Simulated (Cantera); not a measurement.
**Chemical vapour transport: Al + Br₂ + N₂**

Charge: 1 mol Al, 0.49 mol Br₂, 0.16 mol N₂, at 69000 Pa.

Equilibrium computed with Cantera from the NASA thermochemical tables; the gas is ideal and each condensed phase is pure. Candidate condensed phases: Al, AlBr₃, AlN, Br₂; 10 gas species. Mutual solubility and eutectic melting of coexisting phases are not modelled. Kinetics and transport are ignored.

| T (K) | x AlBr₃ | x AlBr | x Al₂Br₆ | x Al | x Br | x Al₂ | n Al(l) | n AlN(s) |
|---|---|---|---|---|---|---|---|---|
| 975 | 0.963 | 0.00144 | 0.0353 | 2.79e-11 | 2.66e-10 | <1e-12 | 0.353 | 0.320 |
| 1075 | 0.982 | 0.00714 | 0.0111 | 1.02e-9 | 5.00e-9 | <1e-12 | 0.352 | 0.320 |
| 1175 | 0.969 | 0.0264 | 0.00409 | 1.98e-8 | 5.67e-8 | <1e-12 | 0.347 | 0.320 |
| 1275 | 0.920 | 0.0779 | 0.00164 | 2.41e-7 | 4.35e-7 | 4.50e-12 | 0.335 | 0.320 |
| 1375 | 0.810 | 0.190 | 0.000644 | 2.02e-6 | 2.42e-6 | 9.67e-11 | 0.306 | 0.320 |
| 1475 | 0.615 | 0.384 | 0.000209 | 1.26e-5 | 1.01e-5 | 1.35e-9 | 0.241 | 0.320 |
| 1575 | 0.359 | 0.641 | 4.31e-5 | 6.20e-5 | 3.21e-5 | 1.34e-8 | 0.109 | 0.320 |
x: gas mole fraction; n: condensed amount in mol.

From 975 K to 1575 K the condensed part is Al(l) + AlN(s). The main Al-bearing gas is AlBr₃ at 975 K and AlBr at 1575 K. The share of Al in condensed phases is highest at 975 K (67.3 %) and lowest at 1575 K (42.9 %).
